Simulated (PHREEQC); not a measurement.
Consider water at 30 °C with 160 mmol/kgw HF, 44 mmol/kgw H2SiF6, 16 mmol/kgw H3BO3 and 45 mmol/kgw H2SO4. Closed to the air; pH follows from the charge balance.

All values are PHREEQC results (ion-association model, phreeqc.dat), not measurements.

Precipitation was switched off in this run.

Problem. Estimate the pH.

Solution. pH 0.90.

Problem. In which forms is F present?

Solution. SiF6-2 62 %, HF 22 %, BF4- 15 % of the F.

Species that the database lacks are ignored. SiF6-2 is the database's only silicon fluoride. Real BF4- forms and hydrolyses slowly; the run takes it at equilibrium.
